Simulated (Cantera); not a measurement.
Feed: 1 mol SiH4, 0.025 mol CH4, 3.7 mol H2, held at 2375 K and 3.00 Torr.

Cantera equilibrium calculation (NASA polynomials, part measured and part estimated; ideal gas, pure solids and liquids). Candidate condensed phases: C, C6H6, C7H8, C8H18, Si, SiC; 87 gas species. Gases not in the tables: Si2H6 and higher silanes. Kinetics and transport are ignored.

Base state: H2 0.684, H 0.184, Si 0.126, Si2C 0.00256, SiH 0.00212, Si2 0.000784, SiC2 0.000342, SiH2 0.000123 (mole fractions); condensed: gas only.

### Question
What changes in the equilibrium state with this change: temperature from 2375 K to 1273.15 K?

### Answer
| species | before | after |
|---|---|---|
| H2 | 0.684 | 1.000 |
| H | 0.184 | 1.13e-5 |
| SiH2 | 0.000123 | 4.77e-8 |
| Si | 0.126 | 4.53e-9 |
| Si2C | 0.00256 | <1e-9 |
| Si2 | 0.000784 | <1e-9 |
| SiH | 0.00212 | 2.76e-9 |
| SiC2 | 0.000342 | <1e-9 |
| C2H2 (acetylene) | 6.51e-5 | <1e-9 |
| Si(s), mol | 0 | 0.975 |
| SiC(s), mol | 0 | 0.0250 |
Mutual solubility and eutectic melting of coexisting phases are not modelled.
